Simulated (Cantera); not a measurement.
Catalytic combustion on Pt

An isothermal plug-flow reactor at 550 K and 0.760 bar (inlet), inlet velocity 1.9 m/s, active area per volume 3400 1/m; feed 1.79 % H2, 3.10 % O2, 94.2 % N2, 0.894 % H2O.

Model: Deutschmann's 1995 Pt surface mechanism with GRI-Mech 3.0 gas chemistry, integrated in Cantera. Catalytic surfaces can have several steady states; this one follows from the mechanism file's or the stated starting coverage. Mass transfer to the wall is taken as infinitely fast.

| z (m) | x H2 | x O2 | x H2O | θ free Pt | θ O* | θ OH* |
|---|---|---|---|---|---|---|
| 3.2e-05 | 0.00677 | 0.0256 | 0.0202 | 0.412 | 0.542 | 0.0448 |
| 6.1e-05 | 0.00417 | 0.0243 | 0.0229 | 0.267 | 0.691 | 0.0416 |
| 0.00012 | 0.00229 | 0.0234 | 0.0248 | 0.152 | 0.813 | 0.0348 |
| 0.00023 | 0.00123 | 0.0229 | 0.0258 | 0.0835 | 0.889 | 0.0273 |
| 0.00044 | 0.000645 | 0.0226 | 0.0264 | 0.0445 | 0.935 | 0.0206 |
| 0.00085 | 0.000333 | 0.0224 | 0.0267 | 0.0231 | 0.962 | 0.0151 |
| 0.0016 | 0.000177 | 0.0223 | 0.0269 | 0.0123 | 0.977 | 0.0111 |
| 0.0032 | 8.79e-5 | 0.0223 | 0.0270 | 0.00616 | 0.986 | 0.00791 |
x: gas mole fraction; θ: surface coverage.
